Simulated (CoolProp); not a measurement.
Properties of octamethylcyclotetrasiloxane (D4) along the isobar 73.7 bar (Tc = 586.5 K, pc = 13.47 bar, ω = 0.598).

Computed with CoolProp (reference Helmholtz-energy equation of state, Thol 2015).

```tsv
T (K)	phase	density (kg/m³)	cp (kJ/(kg K))
527.3	liquid	705.5	2.124
533.5	liquid	698.0	2.136
539.7	liquid	690.3	2.148
545.8	liquid	682.8	2.160
552	liquid	675.0	2.171
558.2	liquid	667.2	2.183
564.4	liquid	659.3	2.195
570.6	liquid	651.3	2.206
576.7	liquid	643.4	2.217
582.9	liquid	635.4	2.228
589.1	supercritical	627.2	2.239
595.3	supercritical	619.0	2.250
601.5	supercritical	610.7	2.260
607.6	supercritical	602.5	2.270
613.8	supercritical	594.0	2.280
620	supercritical	585.6	2.290
```
